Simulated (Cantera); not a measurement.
An isothermal plug-flow reactor at 625 K and 0.632 atm (inlet), inlet velocity 1.4 m/s, active area per volume 2900 1/m; feed 0.986 % H2, 9.52 % O2, 89.5 % N2.

Detailed kinetics in Cantera: Deutschmann's 1995 Pt surface mechanism with GRI-Mech 3.0 gas chemistry. Catalytic surfaces can have several steady states; this one follows from the mechanism file's or the stated starting coverage. Mass transfer to the wall is taken as infinitely fast.

x: gas mole fraction; θ: surface coverage.

| z (m) | x H2 | x O2 | x H2O | θ free Pt | θ O* | θ OH* |
|---|---|---|---|---|---|---|
| 4e-05 | 0.00686 | 0.0938 | [?] | 0.123 | 0.870 | 0.00689 |
| 7.8e-05 | 0.00531 | 0.0931 | [?] | 0.0958 | 0.898 | 0.00664 |
| 0.00015 | 0.00370 | 0.0924 | [?] | 0.0674 | 0.927 | 0.00604 |
| 0.00029 | 0.00232 | 0.0917 | [?] | 0.0426 | 0.952 | 0.00513 |
| 0.00056 | 0.00135 | 0.0913 | 0.00855 | 0.0249 | 0.971 | 0.00410 |
| 0.0011 | 0.000728 | 0.0910 | 0.00917 | 0.0137 | 0.983 | 0.00312 |
| 0.0021 | 0.000387 | 0.0909 | 0.00952 | 0.00765 | 0.990 | 0.00237 |
| 0.004 | 0.000196 | 0.0908 | 0.00971 | 0.00449 | 0.994 | 0.00183 |

**Question.** What belongs in the gaps?

**Answer.** 
- 4e-05, x H2O: 0.00301
- 7.8e-05, x H2O: 0.00457
- 0.00015, x H2O: 0.00618
- 0.00029, x H2O: 0.00757
